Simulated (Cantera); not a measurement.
What does this Cantera script print?

```python
import numpy as np
import cantera as ct

gas_names = """
    C CN CO CO2 C2 CCN CNC C2N2 C2O C3 C3O2 C4 C4N2 C5 Fe FeC5O5 FeO N NCO NO NO2 NO3 N2 N2O O O2 O3
""".split()
cond_names = """
    C(gr) Fe(a) Fe(c) Fe(d) Fe(L) FeC5O5(L) FeO(s) FeO(L) Fe2O3(s) Fe3O4(s)
""".split()


# ... load() reads the species with a 1 bar reference pressure and builds the phases ...
atoms = {
    'Fe2O3': {'Fe': 2, 'O': 3},
    'C': {'C': 1},
    'N2': {'N': 2},
}
top_T = {'C(gr)': 4500, 'Fe2O3(s)': 1830, 'Fe3O4(s)': 1870}  # K; cautious upper limits of use, not melting points


# ... equilibrate(T, P, feed) seeds the gas with the atoms and calls Mixture.equilibrate('TP', solver="vcs", rtol=1e-11, max_steps=5000) ...
results = []
feed = {'Fe2O3': 1, 'C': 1.9, 'N2': 6.6}  # mol
T = 2423.15  # K
P = 13332.2  # Pa
mix = equilibrate(T, P, feed)
results.append((T, P, feed, dict(zip(mix.species_names, mix.species_moles))))
print(gas.report(threshold=0.0001))
for i in range(1, mix.n_phases):
    print(f"{mix.phase(i).name:16s} {mix.phase_moles(i):12.5e} mol")
```

Output:

```
       temperature   2423.2 K
          pressure   13332 Pa
           density   0.020863 kg/m^3
  mean mol. weight   31.527 kg/kmol
   phase of matter   gas

                          1 kg             1 kmol
                     ---------------   ---------------
          enthalpy        2.8656e+06        9.0345e+07  J
   internal energy        2.2266e+06        7.0197e+07  J
           entropy            8960.9        2.8251e+05  J/K
    Gibbs function       -1.8848e+07       -5.9422e+08  J
 heat capacity c_p            1132.9             35718  J/K
 heat capacity c_v            869.21             27404  J/K

                      mass frac. Y      mole frac. X     chem. pot. / RT
                     ---------------   ---------------   ---------------
                CO           0.16029           0.18042           -37.588
               CO2          0.024313          0.017417           -58.379
                Fe           0.19776           0.11164           -8.8151
               FeO         0.0067299         0.0029533           -29.606
                NO        0.00024833        0.00026092           -35.789
                N2           0.61053           0.68709           -29.995
                 O        8.7234e-05         0.0001719           -20.791
     [  +20 minor]        4.1744e-05        4.1306e-05

C(gr)             0.00000e+00 mol
Fe(L)             0.00000e+00 mol
FeC5O5(L)         0.00000e+00 mol
FeO(L)            8.99422e-01 mol
```

These are equilibrium values from Cantera (NASA tables, ideal gas, pure condensed phases), not measurements of a reactor. The tables' stoichiometric FeO is somewhat more stable than real wüstite, so its field is too wide. FeO: taken at fixed stoichiometry.
